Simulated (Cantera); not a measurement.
Feed: 1 mol PbO, 7 mol CO, 0.6 mol H2, equilibrated at 975 K and 0.133 bar.

Method: chemical equilibrium by Gibbs-energy minimisation in Cantera with the NASA 1993 tables (ideal gas, pure condensed phases). Candidate condensed phases: C, C6H6, C7H8, C8H18, H2O, Pb, PbO, PbO2, Pb3O4; 113 gas species. Rates play no part.

Base state: CO 0.796, CO2 0.125, H2 0.0718, H2O 0.00703, Pb 6.88e-5, CH4 5.63e-5 (mole fractions); condensed: Pb(l).

Question: What changes in the equilibrium state with this change: pressure from 0.133 bar to 1.00 bar?

Answer: 
```json
[
 {"species": "CO", "before": "0.796", "after": "0.582"},
 {"species": "CO2", "before": "0.125", "after": "0.325"},
 {"species": "H2", "before": "0.0718", "after": "0.0689"},
 {"species": "H2O", "before": "0.00703", "after": "0.0241"},
 {"species": "Pb", "before": "6.88e-5", "after": "9.17e-6"},
 {"species": "CH4", "before": "5.63e-5", "after": "0.000596"},
 {"species": "Pb(l), mol", "before": "0.999", "after": "1.000"},
 {"species": "C(graphite), mol", "before": "0", "after": "1.22"}
]
```
